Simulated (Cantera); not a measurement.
Charge: 1 mol PH3, 1.4 mol H2, at 2398.15 K and 133 Pa.

These are equilibrium values from Cantera (NASA tables, ideal gas, pure condensed phases), not measurements of a reactor. Candidate condensed phases: P; 7 gas species. The numbers say what is thermodynamically allowed, not how fast it happens.

Base state: H2 0.540, H 0.317, P2 0.0988, P 0.0429, PH 0.000714 (mole fractions); condensed: gas only.

Problem. What changes in the equilibrium state with this change: temperature from 2398.15 K to 3548 K?

Solution. 
```json
[
 {"species": "H", "before": "0.317", "after": "0.851"},
 {"species": "P", "before": "0.0429", "after": "0.147"},
 {"species": "H2", "before": "0.540", "after": "0.00223"},
 {"species": "P2", "before": "0.0988", "after": "0.000320"},
 {"species": "PH", "before": "0.000714", "after": "3.87e-5"}
]
```

Problem. What changes in the equilibrium state with this change: temperature from 2398.15 K to 1573.15 K?

Solution. 
| species | before | after |
|---|---|---|
| H2 | 0.540 | 0.852 |
| P2 | 0.0988 | 0.147 |
| H | 0.317 | 0.00103 |
| P | 0.0429 | 7.54e-5 |
| P4 | 2.26e-8 | 1.48e-5 |
| PH | 0.000714 | 1.47e-5 |
